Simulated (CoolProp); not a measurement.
Vapour-liquid equilibrium of R22 (1) + ethanol (2) at 316.4 K; x and y are mole fractions of (1).

The numbers come from the multi-fluid Helmholtz-energy mixture model, Kamei 1995 and Schroeder 2014; pair parameters Bell 2016 in CoolProp.

```csv
x,bubble pressure (bar),y at the bubble point,dew pressure at overall composition x (bar),liquid density (mol/L)
0.05,1.438,0.855,…,…
0.15,4.005,0.950,0.2483,16.42
0.25,6.448,0.970,0.2815,16.20
0.35,8.528,0.978,0.3247,15.95
0.45,10.15,0.982,…,15.67
0.55,11.35,0.985,0.4684,…
0.65,12.29,…,0.6013,14.95
0.75,13.16,0.989,0.8392,14.49
0.85,14.19,0.992,1.389,13.94
0.95,15.62,0.996,4.035,13.28
```

Question: Complete the blanks.

Answer: 
- 0.05, dew pressure at overall composition x (bar): 0.2222
- 0.05, liquid density (mol/L): 16.61
- 0.45, dew pressure at overall composition x (bar): 0.3836
- 0.55, liquid density (mol/L): 15.34
- 0.65, y at the bubble point: 0.987

No azeotrope shows between x = 0.05 and 0.95.

Pair parameters are fitted to limited data, so mixtures are less certain than the pure fluids. The gap from Raoult's law changes sign with composition, which may be real or a fault of the pair parameters; it wasn't checked against measurements. With so large a gap from Raoult's law the liquid may split in two, which this calculation doesn't test in full.
